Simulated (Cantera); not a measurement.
# Counterflow diffusion flame

A counterflow diffusion flame at 750 Torr, nozzles 20 mm apart: fuel side CO : H2 : CH4 = 1 : 0.64 : 0.041 (molar parts) at 600 K, oxidiser side O2 : N2 = 0.26 : 0.74 (molar parts) at 750 K, fuel mass flux 1 times the oxidiser's; mixture-averaged transport, no radiation.

Detailed kinetics in Cantera: GRI-Mech 3.0 (53 species, 325 reactions). GRI-Mech 3.0 has no aromatics or soot, which form on the fuel side of real flames. The maximum strain rate includes the flame's own expansion and is several times the mean.

| oxidiser flux (kg/m²/s) | max strain (1/s) | mean strain (1/s) | T max (K) | peak x OH | peak x H | peak x NO | peak x CO | peak x C2H2 |
|---|---|---|---|---|---|---|---|---|
| 0.6 | 496 | 148 | 2464 | 0.0202 | 0.0129 | 0.000599 | 0.623 | 0.00110 |
| 0.98 | 783 | 242 | 2395 | 0.0204 | 0.0150 | 0.000339 | 0.623 | 0.00112 |
| 1.6 | 1240 | 396 | 2315 | 0.0202 | 0.0173 | 0.000188 | 0.622 | 0.00111 |
| 2.6 | 1960 | 643 | 2238 | 0.0199 | 0.0199 | 0.000114 | 0.622 | 0.00109 |
| 4.3 | 3170 | 1060 | 2154 | 0.0191 | 0.0227 | 7.30e-5 | 0.622 | 0.00106 |
| 7.1 | 5110 | 1760 | 2068 | 0.0179 | 0.0255 | 4.87e-5 | 0.622 | 0.00101 |
| 12 | 8470 | 2970 | 1981 | 0.0164 | 0.0281 | 3.21e-5 | 0.622 | 0.000887 |
x: mole fraction; the columns are a selection and need not sum to one.
